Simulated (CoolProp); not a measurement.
The numbers come from the reference Helmholtz-energy equation of state, Thol 2014 in CoolProp.

**Question.** For chloromethane (R40), give the phase and the density (kg/m³), cp (kJ/(kg K)), cv (kJ/(kg K)) at 398 K and 13.1 MPa; 428.6 K and 13.1 MPa; 459.2 K and 13.1 MPa.

**Answer.** 
- 398 K and 13.1 MPa: liquid; density 718, cp 1.94, cv 0.969
- 428.6 K and 13.1 MPa: supercritical; density 611, cp 2.41, cv 1.01
- 459.2 K and 13.1 MPa: supercritical; density 445, cp 3.26, cv 1.06
